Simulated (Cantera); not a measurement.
Input: 1 mol SiHCl3, 9.4 mol NH3, held at 1798.15 K and 1000 Pa.

These are equilibrium values from Cantera (NASA tables, ideal gas, pure condensed phases), not measurements of a reactor. Candidate condensed phases: NH4Cl, Si, Si3N4; 28 gas species. The tables' values for SiCl, SiCl3 are old estimates; treat these amounts as uncertain. Gases not in the tables: Si2H6 and higher silanes. Equilibrium is a limit: real reactors are often held back by kinetics, nucleation or transport.

Base state: H2 0.659, N2 0.226, HCl 0.0811, SiCl2 0.0309, H 0.00286, Si 0.000309, SiCl 0.000270, Cl 0.000270 (mole fractions); condensed: Si(l).

### Question
What changes in the equilibrium state with this change: temperature from 1798.15 K to 2000 K?

### Answer
```json
[
 {"species": "H2", "before": "0.659", "after": "0.644"},
 {"species": "N2", "before": "0.226", "after": "0.223"},
 {"species": "HCl", "before": "0.0811", "after": "0.0854"},
 {"species": "H", "before": "0.00286", "after": "0.0130"},
 {"species": "SiCl2", "before": "0.0309", "after": "0.0271"},
 {"species": "Si2", "before": "1.86e-6", "after": "4.51e-5"},
 {"species": "Si", "before": "0.000309", "after": "0.00435"},
 {"species": "SiH", "before": "2.88e-5", "after": "0.000237"},
 {"species": "SiN", "before": "6.54e-6", "after": "5.35e-5"},
 {"species": "Si2N", "before": "1.05e-5", "after": "7.03e-5"},
 {"species": "Si(l), mol", "before": "0.338", "after": "0.294"}
]
```
The tables' values for SiCl, SiCl3, SiN are old estimates; treat these amounts as uncertain.
